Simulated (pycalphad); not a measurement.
Computed with pycalphad from the COST 507 light-alloy database (1999), at 1 atm. These are 1990s assessments: newer ones move some temperatures and phases. Amounts are mole fractions of atoms.

Question: Give the equilibrium state of Al-11.97Si (at.%) at 427 °C.

Answer: 
```
T = 700.00 K, P = 101325 Pa, N = 1 mol of atoms
G = -24005 J/mol, H = 10781 J/mol, S = 49.69 J/(mol K)  (SER reference)
chemical potentials (J/mol): Al -24892, Si -17484
phase             fraction      x(Al)      x(Si)
FCC_A1              0.8834     0.9965     0.0035
DIAMOND_A4          0.1166   2.92e-08     1.0000
```

FCC_A1 is fcc; DIAMOND_A4 is diamond (Si).
